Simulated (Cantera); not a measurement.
A perfectly stirred reactor is fed with C3H8 : O2 : N2 = 1 : 2.94 : 16.2 (molar parts), equivalence ratio 1.7, at 10.0 bar; it is adiabatic with a 700 K inlet, and is followed from long to short residence time, starting on the burning branch (τ in s: 0.043, 0.019, 0.0088, 0.004, 0.0018, 0.00082, 0.00037, 0.00017, 7.6e-05, 3.5e-05).

Detailed kinetics in Cantera: GRI-Mech 3.0 (53 species, 325 reactions). GRI-Mech 3.0 was tuned for natural gas; its chemistry of propane as a main component is partial and can be far from experiment.

One state of this run: T (K) = 1661; x C3H8 = 0.000696; x O2 = 0.0222; x HO2 = 4.36e-5; x NO = 1.52e-7; x CH2 = 2.98e-6; x CH2CO = 0.00137; x CO = 0.0768. x: mole fraction; the columns are a selection and need not sum to one.

### Question
Which value of τ (s) does it belong to?
A. 0.043
B. 0.0040
C. 0.00017
D. 7.6e-5

### Answer
C, 0.00017
